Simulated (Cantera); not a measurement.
Feed: 1 mol SiHCl₃, 23 mol H₂, 0.0096 mol C₃H₈, equilibrated at 1800 Pa.

Method: chemical equilibrium by Gibbs-energy minimisation in Cantera with the NASA 1993 tables (ideal gas, pure condensed phases). Candidate condensed phases: C, C₆H₆, C₇H₈, C₈H₁₈, Si, SiC; 109 gas species. Mutual solubility and eutectic melting of coexisting phases are not modelled. Kinetics and transport are ignored.

Task: What share of the Si ends up in condensed phases as a function of T (K), at 900, 975, 1050, 1125, 1200, 1275, 1350?

Result: 
```csv
T (K),Si condensed (%),as
900,25.4,Si(s) + SiC(s)
975,30.5,Si(s) + SiC(s)
1050,37.2,Si(s) + SiC(s)
1125,43.9,Si(s) + SiC(s)
1200,48.3,Si(s) + SiC(s)
1275,49.4,Si(s) + SiC(s)
1350,48.9,Si(s) + SiC(s)
```
